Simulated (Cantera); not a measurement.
**SiH₂Cl₂ + Cl₂ + H₂ (silicon epitaxy and polysilicon growth)**

Input: 1 mol SiH₂Cl₂, 0.25 mol Cl₂, 3.6 mol H₂, equilibrated at 1027 °C and 1330 Pa.

Cantera equilibrium calculation (NASA polynomials, part measured and part estimated; ideal gas, pure solids and liquids). Candidate condensed phases: Si; 19 gas species. The tables' values for SiCl₃ are old estimates; treat these amounts as uncertain. Rates play no part.

```yaml
x(H₂): 0.738
x(HCl): 0.144
x(SiCl₂): 0.0754
x(SiCl₄): 0.0208
x(SiCl₃): 0.0162
x(SiHCl₃): 0.00483
x(SiH₂Cl₂): 0.000159
x(H): 8.23e-6
x(SiH₃Cl): 1.47e-6
n(Si(s)): 0.336 mol
gas_amount: 5.658 mol
```
